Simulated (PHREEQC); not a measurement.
Make-up at 25 °C: 0.0057 mol/kgw Cu(BF4)2, 0.059 mol/kgw H2SO4 and 0.00082 mol/kgw KCl. Closed to the air; pH follows from the charge balance.

The numbers come from PHREEQC with the ion-association model, phreeqc.dat.

Question: The ionic strength comes out as 0.102 mol/kgw. What activity coefficients do BF3OH-, SO4-2, HF2-, K+, F- get?

Answer: BF3OH- 0.78, SO4-2 0.37, HF2- 0.78, K+ 0.76, F- 0.76.

This is a speciation only: nothing precipitates in the calculation. Real BF4- forms and hydrolyses slowly; the run takes it at equilibrium.
